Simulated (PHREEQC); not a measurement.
TMAH is added in steps, without added water, to 1 kg of water holding 88 mmol/kgw NaHCO3, 1.8 mmol/kgw NaF and 49 mmol/kgw NaCl, at 25 °C. O2 is buffered at 0.21 atm. The system is closed to CO2. Only these solids could form: Halite, Nahcolite, Natron.

Base run: PHREEQC, ion-association model, wateq4f.dat. Each further column changes one thing. The table gives pH.

```
TMAH added (mol)   base  metal-ligand complexes left out  database phreeqc.dat  Debye-Hückel limiting law  all activity coefficients set to 1
----------------  -----  -------------------------------  --------------------  -------------------------  ----------------------------------
0                  7.97                             8.10                  7.97                       7.88                                8.07
0.0079             8.74                             8.98                  8.74                       8.62                                8.84
0.01185            8.93                             9.16                  8.93                       8.80                                9.03
0.01975            9.20                             9.42                  9.20                       9.05                                9.31
0.0237             9.30                             9.52                  9.30                       9.14                                9.42
0.0316             9.49                             9.69                  9.48                       9.31                                9.61
0.03555            9.57                             9.77                  9.57                       9.38                                9.70
0.04345            9.73                             9.92                  9.73                       9.53                                9.87
0.0474             9.80                            10.00                  9.80                       9.60                                9.95
0.0553             9.97                            10.15                  9.96                       9.74                               10.12
0.05925           10.05                            10.23                 10.05                       9.82                               10.21
0.06715           10.24                            10.41                 10.24                       9.99                               10.41
0.0711            10.35                            10.52                 10.35                      10.10                               10.53
0.079             10.65                            10.80                 10.65                      10.38                               10.83
```

(CH3)4N+ isn't in the database: it is added as a free cation with an ion size of 4 Å. phreeqc.dat and wateq4f.dat share most of their constants, so their agreement is no independent check. Solids allowed in the column 'database phreeqc.dat': Halite.
